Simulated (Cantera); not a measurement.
Input: 1 mol CuO, 5.2 mol HF, 33 mol N2, at 1.00 Pa.

Cantera equilibrium calculation (NASA polynomials, part measured and part estimated; ideal gas, pure solids and liquids). Candidate condensed phases: Cu, CuF2, CuO, Cu(OH)2, Cu2O, H2O; 45 gas species. Kinetics and transport are ignored.

### Question
At 1225 °C, list the 4 most abundant gas species with their mole fractions, and the condensed phases.

### Answer
N2 0.834, HF 0.127, Cu 0.0212, O2 0.0114. Condensed: gas only.
